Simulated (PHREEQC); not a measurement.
Consider water at 15 °C and 100 atm with 0.00023 mol H2S and 0.0013 mol FeCl2 per kg of water. Closed to the air; pH follows from the charge balance.

Equilibrium calculation in PHREEQC: ion-association model, phreeqc.dat.

```csv
quantity,before,after
pH,5.02,4.91
ionic strength (mol/kgw),0.00389,0.00389
HS- (mol/kgw),2.17e-6,2.52e-6
```

Problem. Which change was made?
A. temperature from 15 to 55 °C
B. temperature from 15 to 45 °C
C. FeCl2 left out
D. H2S from 0.00023 to 0.000345 mol/kgw
E. FeCl2 from 0.0013 to 0.00026 mol/kgw

Solution. D, H2S from 0.00023 to 0.000345 mol/kgw

No solid was allowed to form. Under pressure, the constants of complexes without a molar volume in the database are unreliable.
